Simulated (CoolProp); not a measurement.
Computed with CoolProp (reference Helmholtz-energy equation of state, Gao 2020).

For ammonia, give the phase and the density (kg/m³), cp (kJ/(kg K)), Joule-Thomson coefficient (K/MPa), viscosity (µPa s) at -24.45 °C and 13300 kPa; 8.95 °C and 13300 kPa; 14.45 °C and 13300 kPa.


- -24.45 °C and 13300 kPa: liquid; density 678, cp 4.44, Joule-Thomson coefficient -0.186, viscosity 241
- 8.95 °C and 13300 kPa: liquid; density 636, cp 4.56, Joule-Thomson coefficient -0.143, viscosity 166
- 14.45 °C and 13300 kPa: liquid; density 628, cp 4.59, Joule-Thomson coefficient -0.134, viscosity 157

Viscosity comes from a separate model (Fenghour 1995).
